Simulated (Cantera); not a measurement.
A Cantera script and its output.

```python
import numpy as np
import cantera as ct

gas = ct.Solution("gri30.yaml")
gas.TPX = 1798, 110000, {'NO': 1, 'N2': 0.53}
reactor = ct.IdealGasConstPressureReactor(gas, energy="off", clone=False)
net = ct.ReactorNet([reactor])
net.rtol, net.atol = 1e-08, 1e-18
show = ['NO', 'N2O', 'O2', 'NO2', 'O', 'N2']
times = np.geomspace(0.0002, 9, 10)

steps = ct.SolutionArray(gas, extra=["t"])
rows = []
print(f"{'t/s':>10s}{'T/K':>9s}{'P/Pa':>11s}" + "".join(f"{s:>11s}" for s in show))
for t in times:
    while net.time < t:
        t_next = net.step()
        steps.append(gas.state, t=t_next)
    rows.append([np.interp(t, steps.t, y) for y in (steps.T, steps.P, *steps(*show).X.T)])
    print(f"{t:10.3e}{rows[-1][0]:9.1f}{rows[-1][1]:11.4g}" + "".join(f"{x:11.3e}" for x in rows[-1][2:]))
rate = np.gradient(steps.T, steps.t)
print("integrator steps:", len(steps.t))
if steps.T.max() > steps.T[0] + 200:
    print(f"time of steepest temperature rise: {steps.t[rate.argmax()]:.4e} s")
gas.TPX = 1798, 110000, {'NO': 1, 'N2': 0.53}
gas.equilibrate("TP")
print(f"equilibrium (TP): T = {gas.T:.1f} K  " + "  ".join(f"{s} {gas[s].X[0]:.3e}" for s in show))
```

Output:

```
       t/s      T/K       P/Pa         NO        N2O         O2        NO2          O         N2
 2.000e-04   1798.0    1.1e+05  6.535e-01  2.016e-05  1.942e-07  2.057e-05  1.801e-06  3.464e-01
 6.577e-04   1798.0    1.1e+05  6.534e-01  5.830e-05  2.580e-06  7.449e-05  3.599e-06  3.464e-01
 2.163e-03   1798.0    1.1e+05  6.530e-01  1.306e-04  5.285e-05  2.244e-04  8.131e-06  3.466e-01
 7.114e-03   1798.0    1.1e+05  6.519e-01  1.772e-04  5.214e-04  3.234e-04  1.097e-05  3.471e-01
 2.340e-02   1798.0    1.1e+05  6.483e-01  1.776e-04  2.282e-03  3.575e-04  1.206e-05  3.489e-01
 7.694e-02   1798.0    1.1e+05  6.367e-01  1.707e-04  7.989e-03  4.417e-04  1.487e-05  3.546e-01
 2.530e-01   1798.0    1.1e+05  6.010e-01  1.507e-04  2.571e-02  6.125e-04  2.127e-05  3.725e-01
 8.321e-01   1798.0    1.1e+05  5.044e-01  1.046e-04  7.384e-02  8.097e-04  3.276e-05  4.208e-01
 2.737e+00   1798.0    1.1e+05  3.190e-01  4.110e-05  1.666e-01  7.536e-04  4.752e-05  5.135e-01
 9.000e+00   1798.0    1.1e+05  1.246e-01  6.364e-06  2.641e-01  3.690e-04  5.912e-05  6.108e-01
integrator steps: 1018
equilibrium (TP): T = 1798.0 K  NO 4.754e-03  N2O 2.644e-07  O2 3.244e-01  NO2 1.558e-05  O 6.523e-05  N2 6.708e-01
```

Model: GRI-Mech 3.0 (53 species, 325 reactions), integrated in Cantera.
